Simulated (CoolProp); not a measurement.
A simple Rankine cycle with fluoroethane (R161): condensing at 309.15 K, boiler at 3.1 MPa, turbine inlet 352.2 K, turbine efficiency 0.8, pump efficiency 0.7, no recuperator. Each further row changes one setting.

Computed with CoolProp (reference Helmholtz-energy equation of state, Wu 2012).

```
case                             thermal efficiency (%)  net work (kJ/kg)  heat in (kJ/kg)  turbine exit temperature (K)  volume ratio over the turbine
-------------------------------  ----------------------  ----------------  ---------------  ----------------------------  -----------------------------
as stated                                           7.6              24.7              326                         309.1                           2.69
turbine inlet 372.2 K                               ___              30.3              377                         325.0                            ___
condensing temperature 301.15 K                     ___              30.9              344                         301.2                            ___
boiler pressure 2.17 MPa                            ___              19.1              ___                         324.4                           1.75
turbine efficiency 0.7                              6.5              21.1              326                         309.1                            ___
```

Complete the blanks.


- turbine inlet 372.2 K, thermal efficiency (%): 8.1
- turbine inlet 372.2 K, volume ratio over the turbine: 2.54
- condensing temperature 301.15 K, thermal efficiency (%): 9.0
- condensing temperature 301.15 K, volume ratio over the turbine: 3.32
- boiler pressure 2.17 MPa, thermal efficiency (%): 5.2
- boiler pressure 2.17 MPa, heat in (kJ/kg): 364
- turbine efficiency 0.7, volume ratio over the turbine: 2.72

The expansion ends wet for: as stated; condensing temperature 301.15 K; turbine efficiency 0.7.
